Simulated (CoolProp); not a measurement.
Vapour-liquid equilibrium of R1234yf (1) + R134a (2) at 0.0198 MPa; x and y are mole fractions of (1).

The numbers come from the multi-fluid Helmholtz-energy mixture model, Lemmon 2022 and Tillner-Roth 1994; pair parameters Bell 2022 in CoolProp.

```json
[
 {"x": "0.05", "bubble temperature, mixture model (K)": "215.9", "bubble temperature, Raoult's law (K)": "216.3", "y, mixture model": "0.086", "y, Raoult's law": "0.064"},
 {"x": "0.125", "bubble temperature, mixture model (K)": "215.1", "bubble temperature, Raoult's law (K)": "216.0", "y, mixture model": "0.195", "y, Raoult's law": "0.157"},
 {"x": "0.2", "bubble temperature, mixture model (K)": "214.5", "bubble temperature, Raoult's law (K)": "215.6", "y, mixture model": "0.287", "y, Raoult's law": "0.246"},
 {"x": "0.275", "bubble temperature, mixture model (K)": "214.0", "bubble temperature, Raoult's law (K)": "215.3", "y, mixture model": "0.368", "y, Raoult's law": "0.332"},
 {"x": "0.35", "bubble temperature, mixture model (K)": "213.5", "bubble temperature, Raoult's law (K)": "214.9", "y, mixture model": "0.439", "y, Raoult's law": "0.414"},
 {"x": "0.425", "bubble temperature, mixture model (K)": "213.1", "bubble temperature, Raoult's law (K)": "214.6", "y, mixture model": "0.506", "y, Raoult's law": "0.493"},
 {"x": "0.5", "bubble temperature, mixture model (K)": "212.8", "bubble temperature, Raoult's law (K)": "214.3", "y, mixture model": "0.568", "y, Raoult's law": "0.568"},
 {"x": "0.575", "bubble temperature, mixture model (K)": "212.6", "bubble temperature, Raoult's law (K)": "213.9", "y, mixture model": "0.628", "y, Raoult's law": "0.641"},
 {"x": "0.65", "bubble temperature, mixture model (K)": "212.4", "bubble temperature, Raoult's law (K)": "213.6", "y, mixture model": "0.688", "y, Raoult's law": "0.710"},
 {"x": "0.725", "bubble temperature, mixture model (K)": "212.2", "bubble temperature, Raoult's law (K)": "213.3", "y, mixture model": "0.748", "y, Raoult's law": "0.777"},
 {"x": "0.8", "bubble temperature, mixture model (K)": "212.1", "bubble temperature, Raoult's law (K)": "213.0", "y, mixture model": "0.811", "y, Raoult's law": "0.841"},
 {"x": "0.875", "bubble temperature, mixture model (K)": "212.1", "bubble temperature, Raoult's law (K)": "212.7", "y, mixture model": "0.877", "y, Raoult's law": "0.903"},
 {"x": "0.95", "bubble temperature, mixture model (K)": "212.1", "bubble temperature, Raoult's law (K)": "212.3", "y, mixture model": "0.949", "y, Raoult's law": "0.962"}
]
```

The largest gap from Raoult's law is -1.5 K in bubble temperature, at x = 0.425. y crosses x between x = 0.875 and 0.95: the model has an azeotrope there.

The pair parameters rest on a limited set of measurements; away from them the model extrapolates.
